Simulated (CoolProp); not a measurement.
Saturated liquid density (kg/m³) of chlorine: the reference equation beside estimates from Tc = 416.9 K, pc = 7.642 MPa, ω = 0.070.

Model: reference Helmholtz-energy equation of state, Thol 2021, in CoolProp.

```tsv
T (K)	reference	van der Waals	Soave-Redlich-Kwong	Peng-Robinson
282.7	1440	909.0	1325	1500
286.8	1427	901.6	1313	1486
290.8	1415	894.3	1300	1472
294.9	1403	886.6	1287	1458
298.9	1390	878.9	1274	1443
303	1378	870.9	1261	1428
307	1365	863.0	1247	1413
311.1	1352	854.7	1233	1397
315.1	1338	846.4	1218	1381
319.2	1325	837.7	1203	1364
323.2	1311	829.0	1188	1347
327.3	1297	820.0	1172	1329
331.3	1283	810.9	1156	1311
```

Absolute difference from the reference over all 13 rows, mean and median: van der Waals 36.8 and 36.8 %, Soave-Redlich-Kwong 8.7 and 8.6 %, Peng-Robinson 3.4 and 3.5 %.
